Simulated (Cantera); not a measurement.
# Adiabatic ignition

An adiabatic, constant-volume homogeneous reactor starts with CO : H2 : O2 : N2 = 1 : 0.34 : 0.744 : 5.29 (molar parts), at 1250 K and 4.70 bar.

Model: GRI-Mech 3.0 (53 species, 325 reactions), integrated in Cantera. The hydrogen kinetics of GRI-Mech 3.0 are dated; newer H2 mechanisms differ, most at raised pressure.

```tsv
t (s)	T (K)	P (bar)	x CO	x H2	x O2	x NO	x HO2
9.00e-6	1250	4.70	0.136	0.0461	0.101	<1e-12	3.00e-6
2.28e-5	1526	5.66	0.124	0.0119	0.0759	1.60e-6	0.000111
5.77e-5	2557	8.94	0.0348	0.00202	0.0263	0.000276	5.94e-6
0.000146	2669	9.27	0.0246	0.00138	0.0214	0.00101	4.62e-6
0.000370	2669	9.27	0.0242	0.00136	0.0205	0.00257	4.44e-6
0.000936	2663	9.24	0.0242	0.00136	0.0192	0.00526	4.18e-6
0.00237	2657	9.22	0.0243	0.00137	0.0181	0.00783	3.93e-6
0.00600	2655	9.21	0.0243	0.00138	0.0177	0.00856	3.86e-6
0.0152	2655	9.21	0.0243	0.00138	0.0177	0.00857	3.86e-6
0.0385	2655	9.21	0.0243	0.00138	0.0177	0.00857	3.86e-6
0.0974	2655	9.21	0.0243	0.00138	0.0177	0.00857	3.86e-6
0.246	2655	9.21	0.0243	0.00138	0.0177	0.00857	3.86e-6
0.624	2655	9.21	0.0243	0.00138	0.0177	0.00857	3.86e-6
1.58	2655	9.21	0.0243	0.00138	0.0177	0.00857	3.86e-6
4.00	2655	9.21	0.0243	0.00138	0.0177	0.00857	3.86e-6
```
x: mole fraction; the columns are a selection and need not sum to one.

```json
{
 "time_of_steepest_temperature_rise": "22.9 µs",
 "temperature at 4.00 s": "2655 K",
 "equilibrium_temperature": "2655 K",
 "x(CO) at 4.00 s": "0.0243 (gas-phase equilibrium 0.0243)",
 "x(H2) at 4.00 s": "0.00138 (gas-phase equilibrium 0.00138)",
 "x(O2) at 4.00 s": "0.0177 (gas-phase equilibrium 0.0177)"
}
```
